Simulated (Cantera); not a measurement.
Cantera run:

```python
import numpy as np
import cantera as ct

gas_names = """
    C CH CH2 CH3 CH2OH CH3O CH4 CH3OH CO COS CO2 COOH CS CS2 C2 C2H CHCO,ketyl C2H2,acetylene
    C2H2,vinylidene CH2CO,ketene C2H3,vinyl CH3CO,acetyl C2H4 C2H4O,ethylen CH3CHO,ethanal CH3COOH
    (HCOOH)2 C2H5 C2H6 CH3OCH3 C2H5OH C2O C3 C3H3,propargyl C3H4,allene C3H4,propyne C3H4,cyclo-
    C3H5,allyl C3H6,propylene C3H6,cyclo- C3H6O C3H7,n-propyl C3H7,i-propyl C3H8 C3H8O,1propanol
    C3H8O,2propanol C3O2 C4 C4H2 C4H4,1,3-cyclo- C4H6,butadiene C4H6,2-butyne C4H6,cyclo- C4H8,1-butene
    C4H8,cis2-buten C4H8,tr2-butene C4H8,isobutene C4H8,cyclo- (CH3COOH)2 C4H9,n-butyl C4H9,i-butyl
    C4H9,s-butyl C4H9,t-butyl C4H10,isobutane C4H10,n-butane C5 C5H6,1,3cyclo- C5H8,cyclo-
    C5H10,1-pentene C5H10,cyclo- C5H11,pentyl C5H11,t-pentyl C5H12,n-pentane C5H12,i-pentane
    CH3C(CH3)2CH3 C6H2 C6H5,phenyl C6H5O,phenoxy C6H6 C6H5OH,phenol C6H10,cyclo- C6H12,1-hexene
    C6H12,cyclo- C6H13,n-hexyl C7H7,benzyl C7H8 C7H8O,cresol C7H14,1-heptene C7H15,n-heptyl
    C7H16,n-heptane C8H8,styrene C8H10,ethylbenz C8H16,1-octene C8H17,n-octyl C8H18,isooctane
    C8H18,n-octane C9H19,n-nonyl C10H8,naphthale C10H21,n-decyl C12H9,o-bipheny C12H10,bipheny Fe FeC5O5
    FeO Fe(OH)2 H HCO HO2 H2 HCHO,formaldehy HCOOH H2O H2O2 H2S H2SO4 O OH O2 O3 S SH SO SO2 SO3 S2 S2O
    S8
""".split()
cond_names = """
    C(gr) C6H6(L) C7H8(L) C8H18(L),n-octa Fe(a) Fe(c) Fe(d) Fe(L) FeC5O5(L) FeO(s) FeO(L) Fe(OH)2(s)
    Fe(OH)3(s) FeS(a) FeS(b) FeS(c) FeS(L) FeSO4(s) FeS2(s) Fe2O3(s) Fe2S3O12(s) Fe3O4(s) H2O(s) H2O(L)
    H2SO4(L) S(cr1) S(cr2) S(L)
""".split()


def load(file, names, dense=False):
    # The tables refer to 1 bar. Condensed volumes are neglected.
    table = {s.name: s for s in ct.Species.list_from_file(file)}
    out = []
    for n in names:
        d = dict(table[n].input_data)
        d["thermo"] = dict(d["thermo"], **{"reference-pressure": 1e5})
        if dense:
            d["equation-of-state"] = {"model": "constant-volume", "density": "1e6 g/cm^3"}
        out.append(ct.Species.from_dict(d))
    return out


gas = ct.Solution(thermo="ideal-gas", species=load("nasa_gas.yaml", gas_names))
cond = {s.name: ct.Solution(thermo="fixed-stoichiometry", species=[s], name=s.name)
        for s in load("nasa_condensed.yaml", cond_names, dense=True)}
atoms = {
    'Fe': {'Fe': 1},
    'H2S': {'H': 2, 'S': 1},
    'CO': {'C': 1, 'O': 1},
}
top_T = {'C(gr)': 4500, 'FeSO4(s)': 950, 'FeS2(s)': 1010, 'Fe2O3(s)': 1830, 'Fe2S3O12(s)': 1100, 'Fe3O4(s)': 1870}  # K; cautious upper limits of use, not melting points


def equilibrate(T, P, feed):
    n = {}
    for name, mol in feed.items():
        for a, k in atoms[name].items():
            n[a] = n.get(a, 0.0) + k * mol
    gas.TPX = T, P, n
    mass = sum(n.values()) * gas.mean_molecular_weight
    gas.equilibrate("TP")
    valid = [c for c in cond.values() if c.min_temp <= T <= top_T.get(c.name, c.max_temp)]
    mix = ct.Mixture([(gas, mass / gas.mean_molecular_weight)] + [(c, 0.0) for c in valid])
    mix.T, mix.P = T, P
    mix.equilibrate("TP", solver="vcs", rtol=1e-11, max_steps=5000)
    return mix


results = []
feed = {'Fe': 1, 'H2S': 0.0013, 'CO': 8.3}  # mol
P = 1333.22  # Pa
for T in [1498, 1523, 1548, 1573, 1598, 1623, 1648, 1673, 1698, 1723, 1748]:
    mix = equilibrate(T, P, feed)
    results.append((T, P, feed, dict(zip(mix.species_names, mix.species_moles))))

top = {s: max(r[3][s] / sum(r[3][g] for g in gas_names) for r in results) for s in gas_names}
cols = sorted((s for s in top if top[s] > 0.001), key=lambda s: -top[s])[:5]
seen = [c for c in cond_names if any(r[3].get(c, 0) > 1e-12 for r in results)]
print("log10 of partial pressures in bar; condensed amounts in mol")
print(f"{'T/K':>10s}" + "".join(f"{s[:9]:>10s}" for s in cols + seen))
for T, P, feed, n in results:
    ng = sum(n[g] for g in gas_names)
    print(f"{T:10.4g}" + "".join(f"{np.log10(max(n[s] / ng * P / 1e5, 1e-99)):10.3f}" for s in cols)
          + "".join(f"{n.get(c, 0):10.4g}" for c in seen))
```

It prints:

```
log10 of partial pressures in bar; condensed amounts in mol
       T/K        CO        Fe     Fe(c)     Fe(d)
      1498    -1.875    -6.842    0.9999         0
      1523    -1.875    -6.615    0.9998         0
      1548    -1.875    -6.395    0.9997         0
      1573    -1.875    -6.182    0.9996         0
      1598    -1.875    -5.976    0.9993         0
      1623    -1.875    -5.777     0.999         0
      1648    -1.875    -5.584    0.9984         0
      1673    -1.875    -5.397         0    0.9975
      1698    -1.875    -5.215         0    0.9962
      1723    -1.876    -5.040         0    0.9943
      1748    -1.876    -4.869         0    0.9916
```

Equilibrium computed with Cantera from the NASA thermochemical tables; the gas is ideal and each condensed phase is pure.
